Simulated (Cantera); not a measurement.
A closed system holds: 1 mol HgO, 0.31 mol O2, 0.12 mol H2, held at 450 °C.

Method: chemical equilibrium by Gibbs-energy minimisation in Cantera with the NASA 1993 tables (ideal gas, pure condensed phases). Candidate condensed phases: H2O, Hg, HgO; 10 gas species. Kinetics and transport are ignored.

Which condensed phases are stable at each of these points (P (Pa)): 10, 68, 460, 3200, 22000, 150000, 1000000?


```csv
P (Pa),condensed phases,Hg condensed (%)
10,gas only,0.0
68,gas only,0.0
460,gas only,0.0
3200,gas only,0.0
22000,gas only,0.0
150000,HgO(s),75.4
1000000,HgO(s),99.4
```

From 10.0 Pa to 0.220 bar nothing is condensed. From 1.50 bar to 10.0 bar the condensed part is HgO(s).
